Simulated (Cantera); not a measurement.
An isothermal, constant-pressure homogeneous reactor starts with NO : N2 = 1 : 7.3 (molar parts), at 1525 K and 1.20 bar. Integrator tolerance rtol = 1e-08.

Model: GRI-Mech 3.0 (53 species, 325 reactions), integrated in Cantera.

**Question.** What does this change do: temperature 1525 to 1925 K?

**Answer.** 
```
quantity                                            before                                    after
----------------  ----------------------------------------  ---------------------------------------
x(NO) at 80.0 s    0.0927 (gas-phase equilibrium 0.000808)  0.00357 (gas-phase equilibrium 0.00357)
x(NO2) at 80.0 s  0.000131 (gas-phase equilibrium 2.34e-6)  4.05e-6 (gas-phase equilibrium 4.05e-6)
x(N2O) at 80.0 s   3.01e-6 (gas-phase equilibrium 5.88e-8)  2.42e-7 (gas-phase equilibrium 2.42e-7)
x(O) at 80.0 s     6.26e-7 (gas-phase equilibrium 1.27e-6)  8.17e-5 (gas-phase equilibrium 8.17e-5)
x(N2) at 80.0 s        0.893 (gas-phase equilibrium 0.939)      0.938 (gas-phase equilibrium 0.938)
x(O2) at 80.0 s      0.0138 (gas-phase equilibrium 0.0598)    0.0584 (gas-phase equilibrium 0.0584)
```
